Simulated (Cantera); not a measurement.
A Cantera script and what it prints.

```python
import numpy as np
import cantera as ct

gas_names = [...]  # 113 gases of nasa_gas.yaml made of C, H, O, Ti
cond_names = """
    C(gr) C6H6(L) C7H8(L) C8H18(L),n-octa H2O(s) H2O(L) Ti(a) Ti(b) Ti(L) TiC(s) TiC(L) TiO(a) TiO(b)
    TiO(L) TiO2(ru) TiO2(L) Ti2O3(a) Ti2O3(b) Ti2O3(L) Ti3O5(a) Ti3O5(b) Ti3O5(L) Ti4O7(s) Ti4O7(L)
""".split()


# ... load() reads the species with a 1 bar reference pressure and builds the phases ...
atoms = {
    'TiO2': {'Ti': 1, 'O': 2},
    'CH4': {'C': 1, 'H': 4},
    'H2': {'H': 2},
}
top_T = {'C(gr)': 4500}  # K; cautious upper limits of use, not melting points


# ... equilibrate(T, P, feed) seeds the gas with the atoms and calls Mixture.equilibrate('TP', solver="vcs", rtol=1e-11, max_steps=5000) ...
results = []
feed = {'TiO2': 1, 'CH4': 0.77, 'H2': 0.2}  # mol
P = 10000  # Pa
for T in [1050, 1150, 1250, 1350, 1450, 1550, 1650, 1750, 1850, 1950, 2050]:
    mix = equilibrate(T, P, feed)
    results.append((T, P, feed, dict(zip(mix.species_names, mix.species_moles))))

top = {s: max(r[3][s] / sum(r[3][g] for g in gas_names) for r in results) for s in gas_names}
cols = sorted((s for s in top if top[s] > 1e-06), key=lambda s: -top[s])[:8]
seen = [c for c in cond_names if any(r[3].get(c, 0) > 1e-12 for r in results)]
print("log10 of partial pressures in bar; condensed amounts in mol")
print(f"{'T/K':>10s}" + "".join(f"{s[:9]:>10s}" for s in cols + seen))
for T, P, feed, n in results:
    ng = sum(n[g] for g in gas_names)
    print(f"{T:10.4g}" + "".join(f"{np.log10(max(n[s] / ng * P / 1e5, 1e-99)):10.3f}" for s in cols)
          + "".join(f"{n.get(c, 0):10.4g}" for c in seen))
```

Result:

```
log10 of partial pressures in bar; condensed amounts in mol
       T/K        H2        CO         H       CH4       H2O       CO2       TiO     C(gr)    TiC(s)    TiO(L)  TiO2(ru)  Ti2O3(b)  Ti3O5(b)  Ti4O7(s)
      1050    -1.006    -3.060    -8.594    -3.255    -4.808    -6.790   -21.955    0.7451         0         0    0.9381         0         0   0.01548
      1150    -1.059    -1.902    -7.657    -3.749    -4.290    -5.208   -19.339    0.5176         0         0         0         0         0      0.25
      1250    -1.077    -1.794    -6.854    -4.112    -4.693    -5.605   -16.515    0.4355         0         0         0         0    0.3333         0
      1350    -1.129    -1.590    -6.188    -4.498    -4.961    -5.714   -14.252  0.005049    0.1617         0         0         0    0.2794         0
      1450    -1.140    -1.560    -5.594    -5.164    -4.901    -5.697   -12.504         0    0.1081         0         0     0.446         0         0
      1550    -1.140    -1.560    -5.072    -5.732    -4.856    -5.723   -10.994         0    0.1081         0         0    0.4459         0         0
      1650    -1.140    -1.560    -4.612    -6.229    -4.819    -5.746    -9.672         0    0.1082         0         0    0.4459         0         0
      1750    -1.140    -1.560    -4.204    -6.668    -4.787    -5.766    -8.506         0    0.1082         0         0    0.4459         0         0
      1850    -1.141    -1.560    -3.839    -7.056    -4.760    -5.783    -7.470         0    0.1082         0         0    0.4459         0         0
      1950    -1.142    -1.561    -3.512    -7.404    -4.737    -5.799    -6.544         0    0.1082         0         0    0.4459         0         0
      2050    -1.162    -1.515    -3.225    -7.912    -4.533    -5.564    -5.814         0         0    0.5416         0    0.2292         0         0
```

Equilibrium computed with Cantera from the NASA thermochemical tables; the gas is ideal and each condensed phase is pure. Mutual solubility and eutectic melting of coexisting phases are not modelled. TiC, TiO: taken at fixed stoichiometry. Condensed phases not in the tables: Magnéli phases beyond Ti4O7, solid solutions among these carbides, nitrides and lower oxides.
